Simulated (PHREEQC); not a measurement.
A made-up water analysis in mg/L, 25 °C, pH 6.64, pe 11.3: Na 0.0522; K 0.031; Ca 0.0227; Mg 0.000403; Cl 0.0465; S(6) as SO4 0.0533; Alkalinity as HCO3 0.107; Si as SiO2 0.000785; Pb 0.0096.

Valence states are taken as typed.

The numbers come from PHREEQC with the ion-association model, phreeqc.dat.

The ionic strength is 5.65e-6 mol/kgw and the charge-balance error is 1.6 %.

| species | molality | activity | log γ |
|---|---|---|---|
| Na+ | 2.27e-6 | 2.26e-6 | -0.001 |
| HCO3- | 1.93e-6 | 1.93e-6 | -0.001 |
| Cl- | 1.31e-6 | 1.31e-6 | -0.001 |
| CO2 | 9.93e-7 | 9.93e-7 | 0.000 |
| K+ | 7.93e-7 | 7.91e-7 | -0.001 |
| Ca+2 | 5.66e-7 | 5.60e-7 | -0.005 |
| SO4-2 | 5.55e-7 | 5.49e-7 | -0.005 |
| H+ | 2.30e-7 | 2.29e-7 | -0.001 |
| OH- | 4.43e-8 | 4.42e-8 | -0.001 |

No solid was allowed to form.
